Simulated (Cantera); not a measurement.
A perfectly stirred reactor is fed with CH4 : H2 : CO2 = 0.014 : 1 : 0.013 (molar parts), at 100.0 Torr; it is held at 2700 K, and followed from long to short residence time.

Model: GRI-Mech 3.0 (53 species, 325 reactions), integrated in Cantera.

x: mole fraction; the columns are a selection and need not sum to one.

| τ (s) | x CH4 | x H2 | x CO2 | x C2H | x C2H2 | x H2O | x HO2 |
|---|---|---|---|---|---|---|---|
| 0.30 | 9.86e-6 | 0.837 | 1.10e-6 | ___ | 0.000498 | 0.000185 | <1e-12 |
| 0.15 | 1.44e-5 | 0.840 | 2.02e-6 | ___ | 0.000560 | 0.000325 | <1e-12 |
| 0.076 | 2.21e-5 | 0.846 | 3.70e-6 | ___ | 0.000665 | 0.000560 | <1e-12 |
| 0.038 | 3.79e-5 | 0.857 | 7.05e-6 | ___ | 0.000855 | 0.000980 | 1.12e-12 |
| 0.019 | 7.36e-5 | 0.872 | 1.40e-5 | ___ | 0.00120 | 0.00174 | 2.89e-12 |
| 0.0094 | 0.000159 | 0.890 | 2.95e-5 | ___ | 0.00178 | 0.00307 | 6.91e-12 |
| 0.0047 | 0.000334 | 0.904 | 6.26e-5 | 2.06e-5 | 0.00258 | 0.00497 | 1.37e-11 |
| 0.0023 | 0.000673 | 0.915 | 0.000138 | 2.20e-5 | 0.00342 | 0.00719 | 2.21e-11 |
| 0.0012 | 0.00121 | 0.923 | 0.000290 | 2.11e-5 | 0.00392 | 0.00893 | 2.80e-11 |
| 0.00058 | 0.00221 | 0.929 | 0.000673 | ___ | 0.00389 | 0.0101 | 3.06e-11 |
| 0.00029 | 0.00374 | 0.935 | 0.00148 | ___ | 0.00322 | 0.0101 | 3.07e-11 |

Problem. Some entries are withheld; supply them.

Solution. 
- 0.30, x C2H: 8.79e-6
- 0.15, x C2H: 9.59e-6
- 0.076, x C2H: 1.08e-5
- 0.038, x C2H: 1.26e-5
- 0.019, x C2H: 1.50e-5
- 0.0094, x C2H: 1.79e-5
- 0.00058, x C2H: 1.73e-5
- 0.00029, x C2H: 1.18e-5
